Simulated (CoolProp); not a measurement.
Values from CoolProp's reference Helmholtz-energy equation of state, Span 2000.

Problem. For nitrogen, give the phase and the viscosity (µPa s) at 250.2 K and 1490 kPa; 341.5 K and 1490 kPa.

Solution. 
- 250.2 K and 1490 kPa: gas; viscosity 15.8
- 341.5 K and 1490 kPa: gas; viscosity 19.9

Viscosity comes from a separate model (Lemmon 2004).
